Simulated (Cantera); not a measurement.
What does this Cantera script print?

```python
import numpy as np
import cantera as ct

surf = ct.Interface("diamond.yaml", "diamond_100")
gas, bulk = surf.adjacent["gas"], surf.adjacent["diamond"]
k = surf.kinetics_species_index(bulk.species_names[0])
cover = ["c6HH", "c6H*", "c6*H", "c6**", "c6HM", "c6B"]

rows, drift = [], 0.0
print(f"{'P':>10s}{'um/h':>11s}" + "".join(f"{s:>11s}" for s in cover))
for v in [410, 680, 1100, 1900, 3100, 5100, 8400, 14000]:
    T, P, xH, xCH3 = 1175, v, 0.00091, 0.0017
    gas.TPX = T, P, {"H": xH, "CH3": xCH3, "CH4": 0.0049, "H2": 1 - xH - xCH3 - 0.0049}
    surf.TP = bulk.TP = T, P
    surf.coverages = "c6H*:0.1, c6HH:0.9"
    surf.advance_coverages(100.0)
    before = surf.coverages
    surf.advance_coverages(100.0)
    drift = max(drift, np.max(np.abs(surf.coverages - before) / (surf.coverages + 1e-9)))
    rate = surf.net_production_rates[k] * bulk.mean_molecular_weight / bulk.density * 3.6e9
    rows.append([rate, *surf[cover].coverages])
    print(f"{v:10.4g}{rate:11.4e}" + "".join(f"{x:11.3e}" for x in rows[-1][1:]))
```

Result:

```
         P       um/h       c6HH       c6H*       c6*H       c6**       c6HM        c6B
       410 2.7738e-01  4.737e-01  3.416e-02  4.597e-01  1.525e-02  3.696e-03  7.527e-10
       680 5.1589e-01  4.719e-01  3.402e-02  4.578e-01  1.509e-02  6.099e-03  1.400e-09
      1100 9.6040e-01  4.693e-01  3.380e-02  4.549e-01  1.493e-02  9.745e-03  2.606e-09
      1900 2.0411e+00  4.644e-01  3.342e-02  4.497e-01  1.472e-02  1.639e-02  5.539e-09
      3100 4.1906e+00  4.577e-01  3.288e-02  4.424e-01  1.446e-02  2.569e-02  1.137e-08
      5100 9.0040e+00  4.476e-01  3.207e-02  4.315e-01  1.409e-02  3.963e-02  2.443e-08
      8400 1.9685e+01  4.334e-01  3.095e-02  4.163e-01  1.358e-02  5.914e-02  5.342e-08
   1.4e+04 4.3521e+01  4.147e-01  2.946e-02  3.962e-01  1.292e-02  8.500e-02  1.181e-07
```

Model: the Harris–Goodwin 1993 mechanism for the reconstructed diamond (100) surface, integrated in Cantera.
